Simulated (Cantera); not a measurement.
An isothermal, constant-pressure homogeneous reactor starts with CH₄ : H₂ = 0.0095 : 1 (molar parts), at 2325 K and 2670 Pa. Integrator tolerance rtol = 1e-08.

Cantera simulation using GRI-Mech 3.0 (53 species, 325 reactions); the numbers are that mechanism's predictions, not measurements. GRI-Mech 3.0 stops at C3 and has no aromatics, soot or wall deposition, so with more carbon than oxygen in the feed, carbon stays in small species such as C2H2 where larger ones or solid carbon would form. Radical loss at walls, strong at low pressure, is not modelled.

Q: What does this change do: temperature 2325 to 1400 K?

A: 
```json
[
 {"quantity": "x(CH₄) at 3.00 s", "before": "4.62e-6 (gas-phase equilibrium 4.66e-6)", "after": "0.00939 (gas-phase equilibrium 0.00373)"},
 {"quantity": "x(H₂) at 3.00 s", "before": "0.930 (gas-phase equilibrium 0.930)", "after": "0.991 (gas-phase equilibrium 0.993)"},
 {"quantity": "x(CH₃) at 3.00 s", "before": "6.04e-6 (gas-phase equilibrium 6.09e-6)", "after": "5.26e-6 (gas-phase equilibrium 2.24e-6)"},
 {"quantity": "x(C₂H₆) at 3.00 s", "before": "<1e-12 (gas-phase equilibrium <1e-12)", "after": "7.10e-8 (gas-phase equilibrium 3.11e-8)"},
 {"quantity": "x(C₂H) at 3.00 s", "before": "1.52e-5 (gas-phase equilibrium 1.52e-5)", "after": "<1e-12 (gas-phase equilibrium 8.03e-11)"},
 {"quantity": "x(H) at 3.00 s", "before": "0.0655 (gas-phase equilibrium 0.0655)", "after": "2.77e-5 (gas-phase equilibrium 2.99e-5)"},
 {"quantity": "x(C₂H₂) at 3.00 s", "before": "0.00449 (gas-phase equilibrium 0.00449)", "after": "6.67e-6 (gas-phase equilibrium 0.00275)"}
]
```
